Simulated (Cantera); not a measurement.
What does this Cantera script print?

```python
import numpy as np
import cantera as ct

gas = ct.Solution("gri30.yaml")
gas.TPX = 1250, 101325, {'C2H4': 1, 'H2': 1.5}
reactor = ct.IdealGasConstPressureReactor(gas, energy="off", clone=False)
net = ct.ReactorNet([reactor])
net.rtol, net.atol = 1e-08, 1e-18
show = ['C2H4', 'H2', 'H', 'CH3', 'CH2']
times = np.geomspace(8e-06, 200, 9)

steps = ct.SolutionArray(gas, extra=["t"])
rows = []
print(f"{'t/s':>10s}{'T/K':>9s}{'P/Pa':>11s}" + "".join(f"{s:>11s}" for s in show))
for t in times:
    while net.time < t:
        t_next = net.step()
        steps.append(gas.state, t=t_next)
    rows.append([np.interp(t, steps.t, y) for y in (steps.T, steps.P, *steps(*show).X.T)])
    print(f"{t:10.3e}{rows[-1][0]:9.1f}{rows[-1][1]:11.4g}" + "".join(f"{x:11.3e}" for x in rows[-1][2:]))
rate = np.gradient(steps.T, steps.t)
print("integrator steps:", len(steps.t))
if steps.T.max() > steps.T[0] + 200:
    print(f"time of steepest temperature rise: {steps.t[rate.argmax()]:.4e} s")
gas.TPX = 1250, 101325, {'C2H4': 1, 'H2': 1.5}
gas.equilibrate("TP")
print(f"equilibrium (TP): T = {gas.T:.1f} K  " + "  ".join(f"{s} {gas[s].X[0]:.3e}" for s in show))
```

Output:

```
       t/s      T/K       P/Pa       C2H4         H2          H        CH3        CH2
 8.000e-06   1250.0  1.013e+05  4.000e-01  6.000e-01  7.307e-11  2.186e-15  1.639e-16
 6.727e-05   1250.0  1.013e+05  4.000e-01  6.000e-01  5.349e-10  2.969e-13  1.872e-15
 5.657e-04   1250.0  1.013e+05  4.000e-01  6.000e-01  4.538e-09  2.332e-11  1.675e-14
 4.757e-03   1250.0  1.013e+05  3.997e-01  6.000e-01  1.565e-07  6.149e-09  5.807e-13
 4.000e-02   1250.0  1.013e+05  3.412e-01  5.852e-01  4.880e-06  8.165e-06  5.445e-11
 3.364e-01   1250.0  1.013e+05  2.347e-01  5.120e-01  2.577e-06  1.701e-05  5.092e-11
 2.828e+00   1250.0  1.013e+05  1.723e-01  3.720e-01  9.316e-07  1.805e-05  2.547e-11
 2.378e+01   1250.0  1.013e+05  1.175e-01  2.469e-01  3.237e-07  1.399e-05  1.023e-11
 2.000e+02   1250.0  1.013e+05  1.004e-01  2.091e-01  2.212e-07  1.240e-05  7.305e-12
integrator steps: 1373
equilibrium (TP): T = 1250.0 K  C2H4 1.004e-01  H2 2.090e-01  H 2.210e-07  CH3 1.240e-05  CH2 7.300e-12
```

Cantera simulation using GRI-Mech 3.0 (53 species, 325 reactions); the numbers are that mechanism's predictions, not measurements. GRI-Mech 3.0 was tuned for natural gas; its chemistry of ethylene as a main component is partial and can be far from experiment. GRI-Mech 3.0 stops at C3 and has no aromatics, soot or wall deposition, so with more carbon than oxygen in the feed, carbon stays in small species such as C2H2 where larger ones or solid carbon would form.
